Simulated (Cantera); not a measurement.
A Cantera script and what it prints.

```python
import numpy as np
import cantera as ct

gas_names = [...]  # 114 gases of nasa_gas.yaml made of C, Fe, H, O
cond_names = """
    C(gr) C6H6(L) C7H8(L) C8H18(L),n-octa Fe(a) Fe(c) Fe(d) Fe(L) FeC5O5(L) FeO(s) FeO(L) Fe(OH)2(s)
    Fe(OH)3(s) Fe2O3(s) Fe3O4(s) H2O(s) H2O(L)
""".split()


# ... load() reads the species with a 1 bar reference pressure and builds the phases ...
atoms = {
    'Fe3O4': {'Fe': 3, 'O': 4},
    'C': {'C': 1},
    'CO': {'C': 1, 'O': 1},
    'CH4': {'C': 1, 'H': 4},
}
top_T = {'C(gr)': 4500, 'Fe2O3(s)': 1830, 'Fe3O4(s)': 1870}  # K; cautious upper limits of use, not melting points


# ... equilibrate(T, P, feed) seeds the gas with the atoms and calls Mixture.equilibrate('TP', solver="vcs", rtol=1e-11, max_steps=5000) ...
results = []
feed = {'Fe3O4': 1, 'C': 2.3, 'CO': 0.092, 'CH4': 2.5}  # mol
P = 230000  # Pa
for T in [1350, 1550, 1750, 1950, 2150, 2350, 2550]:
    mix = equilibrate(T, P, feed)
    results.append((T, P, feed, dict(zip(mix.species_names, mix.species_moles))))

top = {s: max(r[3][s] / sum(r[3][g] for g in gas_names) for r in results) for s in gas_names}
cols = sorted((s for s in top if top[s] > 1e-06), key=lambda s: -top[s])[:9]
seen = [c for c in cond_names if any(r[3].get(c, 0) > 1e-12 for r in results)]
print("log10 of partial pressures in bar; condensed amounts in mol")
print(f"{'T/K':>10s}" + "".join(f"{s[:9]:>10s}" for s in cols + seen))
for T, P, feed, n in results:
    ng = sum(n[g] for g in gas_names)
    print(f"{T:10.4g}" + "".join(f"{np.log10(max(n[s] / ng * P / 1e5, 1e-99)):10.3f}" for s in cols)
          + "".join(f"{n.get(c, 0):10.4g}" for c in seen))
```

Output:

```
log10 of partial pressures in bar; condensed amounts in mol
       T/K        H2        CO        Fe         H C2H2,acet       CH4       H2O       CO2       CH3     C(gr)     Fe(c)     Fe(d)     Fe(L)
      1350     0.097     0.013    -8.367    -5.574    -5.810    -2.045    -2.132    -2.509    -6.419    0.8057         3         0         0
      1550     0.100     0.015    -6.378    -4.452    -4.694    -2.491    -2.801    -3.333    -5.735    0.7951         3         0         0
      1750     0.101     0.015    -4.856    -3.583    -3.839    -2.837    -3.318    -3.963    -5.214    0.7954         0         3         0
      1950     0.101     0.015    -3.689    -2.890    -3.161    -3.111    -3.726    -4.456    -4.803    0.7922         0         0     2.999
      2150     0.099     0.014    -2.761    -2.325    -2.614    -3.333    -4.058    -4.852    -4.472     0.779         0         0     2.993
      2350     0.094     0.012    -2.000    -1.857    -2.164    -3.523    -4.336    -5.178    -4.205    0.7438         0         0      2.96
      2550     0.079     0.004    -1.367    -1.467    -1.798    -3.701    -4.585    -5.462    -3.997    0.6675         0         0     2.825
```

Method: chemical equilibrium by Gibbs-energy minimisation in Cantera with the NASA 1993 tables (ideal gas, pure condensed phases). Iron dissolves carbon and melts from about 1420 K in contact with it, which pure phases cannot show. Condensed phases not in the tables: cementite and carbon dissolved in iron.
